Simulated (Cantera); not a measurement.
**Transport properties of process gases**

Gas mixture: 100 % H₂, at 0.113 Torr, frozen composition.

Cantera's kinetic-theory transport with the Lennard-Jones parameters of GRI-Mech 3.0, ideal gas; thermal conductivity in the multicomponent form.

```tsv
T (K)	ρ (kg/m³)	cp (J/kg/K)	μ (µPa s)	λ (mW/m/K)	Pr	D (cm²/s) CH₄	D (cm²/s) CH₃	D (cm²/s) H₂O
400	9.09e-6	14520	10.9	229	0.689	8160	8040	9820
600	6.06e-6	14510	14.1	298	0.688	16200	15900	20200
800	4.55e-6	14690	17.0	364	0.688	26100	25800	33200
1000	3.64e-6	14960	19.7	427	0.689	37900	37300	48500
1200	3.03e-6	15380	22.1	493	0.690	51200	50500	66000
1400	2.60e-6	15800	24.4	559	0.691	66100	65200	85400
```
D: mixture-averaged diffusion coefficient of that species in the mixture.
